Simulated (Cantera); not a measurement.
**Thermodynamics of roasting and sulfation, feed Fe2O3 + H2S + H2O + O2**

A closed system holds: 1 mol Fe2O3, 3.7 mol H2S, 0.66 mol H2O, 0.19 mol O2, at 1323 K and 28.0 mbar.

Cantera equilibrium calculation (NASA polynomials, part measured and part estimated; ideal gas, pure solids and liquids). Candidate condensed phases: Fe, FeO, Fe(OH)2, Fe(OH)3, FeS, FeSO4, FeS2, Fe2O3, Fe2(SO4)3, Fe3O4, H2O, H2SO4, S; 22 gas species. FeS: taken at fixed stoichiometry. The numbers say what is thermodynamically allowed, not how fast it happens.

```json
{
 "x(H2O)": "0.686",
 "x(S2)": "0.112",
 "x(H2)": "0.100",
 "x(H2S)": "0.0539",
 "x(SO2)": "0.0456",
 "x(S2O)": "0.000883",
 "x(SH)": "0.000775",
 "x(SO)": "0.000707",
 "x(S)": "7.96e-6",
 "n(FeS(s))": "2.00 mol",
 "gas_amount": "5.190 mol",
 "log10 activity of Fe(γ) (absent)": "-1.83",
 "log10 activity of S(l) (absent)": "-2.25",
 "log10 activity of Fe(OH)2(s) (absent)": "-7.63"
}
```
